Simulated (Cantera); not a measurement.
# SiH4 + H2 (silicon epitaxy and polysilicon growth)

A closed system holds: 1 mol SiH4, 100 mol H2, equilibrated at 71.0 mbar.

Equilibrium computed with Cantera from the NASA thermochemical tables; the gas is ideal and each condensed phase is pure. Candidate condensed phases: Si; 9 gas species. Gases not in the tables: Si2H6 and higher silanes. The numbers say what is thermodynamically allowed, not how fast it happens.

From 600 °C to 1350 °C the condensed part is Si(s). At 1500 °C the condensed part is Si(l). The main Si-bearing gas is SiH4 at 600 °C and Si at 1500 °C.

| T (°C) | x H2 | x H | x Si | x SiH2 | n Si(s) | n Si(l) |
|---|---|---|---|---|---|---|
| 600 | 1.00 | 1.76e-10 | <1e-12 | 1.37e-12 | 1.000 | 0 |
| 750 | 1.00 | 1.55e-8 | <1e-12 | 1.80e-10 | 1.000 | 0 |
| 900 | 1.00 | 4.42e-7 | 6.97e-12 | 6.81e-9 | 1.000 | 0 |
| 1050 | 1.000 | 5.95e-6 | 1.25e-9 | 1.13e-7 | 1.000 | 0 |
| 1200 | 1.000 | 4.75e-5 | 7.71e-8 | 1.05e-6 | 1.000 | 0 |
| 1350 | 1.000 | 0.000259 | 2.20e-6 | 6.47e-6 | 0.999 | 0 |
| 1500 | 0.999 | 0.00107 | 3.00e-5 | 2.46e-5 | 0 | 0.993 |
x: gas mole fraction; n: condensed amount in mol.
